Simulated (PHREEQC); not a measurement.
Make-up at 25 °C: 110 mmol/kgw HNO3, 39 mmol/kgw KNO3 and 54 mmol/kgw H3BO3. Closed to the air; pH follows from the charge balance.

The numbers come from PHREEQC with the ion-association model, phreeqc.dat.

```csv
quantity,before,after
pH,1.05,1.34
H2BO3- (mol/kgw),4.75e-10,8.89e-10
```

Name the change that produced these shifts.
(A) diluted 5-fold with water
(B) temperature from 25 to 45 °C
(C) KNO3 left out
(D) HNO3 from 0.11 to 0.055 mol/kgw
(E) H3BO3 from 0.054 to 0.027 mol/kgw

D, HNO3 from 0.11 to 0.055 mol/kgw

Precipitation was switched off in this run.
